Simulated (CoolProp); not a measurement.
Vapour-liquid equilibrium of R143a (1) + fluoroethane (R161) (2) at 0.403 bar; x and y are mole fractions of (1).

Computed with CoolProp (multi-fluid Helmholtz-energy mixture model, Lemmon and Jacobsen 2000 and Wu 2012; pair parameters Bell 2016).

| x | bubble temperature, mixture model (K) | bubble temperature, Raoult's law (K) | y, mixture model | y, Raoult's law |
|---|---|---|---|---|
| 0.05 | 216.6 | 216.7 | 0.085 | 0.080 |
| 0.125 | 215.6 | 215.9 | 0.199 | 0.191 |
| 0.2 | 214.8 | 215.1 | 0.301 | 0.293 |
| 0.275 | 214.0 | 214.3 | 0.392 | 0.386 |
| 0.35 | 213.2 | 213.6 | 0.475 | 0.472 |
| 0.425 | 212.5 | 212.9 | 0.551 | 0.552 |
| 0.5 | 211.9 | 212.2 | 0.621 | 0.626 |
| 0.575 | 211.2 | 211.6 | 0.687 | 0.694 |
| 0.65 | 210.7 | 210.9 | 0.749 | 0.757 |
| 0.725 | 210.1 | 210.3 | 0.808 | 0.816 |
| 0.8 | 209.6 | 209.7 | 0.864 | 0.871 |
| 0.875 | 209.0 | 209.1 | 0.917 | 0.922 |
| 0.95 | 208.5 | 208.6 | 0.967 | 0.970 |

The largest gap from Raoult's law is -0.4 K in bubble temperature, at x = 0.35. No azeotrope shows between x = 0.05 and 0.95.

Pair parameters are fitted to limited data, so mixtures are less certain than the pure fluids.
